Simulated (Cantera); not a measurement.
An isothermal, constant-pressure homogeneous reactor starts with 80.0 % NH3, 20.0 % H2, at 2073 K and 13300 Pa.

Model: the gas-phase N/H chemistry of the illustrative SiF4/NH3 mechanism in the Surface Chemkin manual (1991), integrated in Cantera. Walls and surfaces, which speed up NH3 decomposition in real reactors, are not modelled.

One state of this run: x NH3 = 0.00914; x H2 = 0.769; x NH = 7.41e-6; x H = 0.00233; x N2H2 = 5.33e-8. x: mole fraction; the columns are a selection and need not sum to one.

Q: Which value of t (s) does it belong to?
A. 0.577
B. 0.000333
C. 0.00115
D. 2.77e-5

A: A, 0.577
